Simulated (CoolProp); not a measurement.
Vapour pressure (MPa) of R1234ze(Z): the reference equation beside estimates from Tc = 150.1 °C, pc = 3.531 MPa, ω = 0.327. Clausius-Clapeyron is anchored at 89.95 °C with a constant enthalpy of vaporisation of 17.72 kJ/mol.

Model: reference Helmholtz-energy equation of state, Akasaka 2019, in CoolProp.

| T (°C) | reference | Clausius-Clapeyron | Redlich-Kwong | Peng-Robinson |
|---|---|---|---|---|
| 64.55 | 0.5835 | 0.6961 | 0.8517 | 0.5847 |
| 70.95 | 0.6880 | 0.7828 | 0.9723 | 0.6899 |
| 77.25 | 0.8041 | 0.8750 | 1.102 | 0.8069 |
| 83.55 | 0.9344 | 0.9742 | 1.243 | 0.9384 |
| 89.95 | 1.082 | 1.082 | 1.398 | 1.088 |
| 96.25 | 1.245 | 1.196 | 1.563 | 1.252 |
| 102.65 | 1.428 | 1.320 | 1.744 | 1.437 |
| 108.95 | 1.628 | 1.449 | 1.935 | 1.639 |
| 115.35 | 1.851 | 1.589 | 2.143 | 1.865 |
| 121.65 | 2.094 | 1.734 | 2.361 | 2.109 |
| 127.95 | 2.360 | 1.887 | 2.594 | 2.377 |
| 134.35 | 2.658 | 2.052 | 2.845 | 2.675 |

Absolute difference from the reference over all 12 rows, mean and median: Clausius-Clapeyron 11.9 and 12.4 %, Redlich-Kwong 24.9 and 23.8 %, Peng-Robinson 0.5 and 0.6 %.
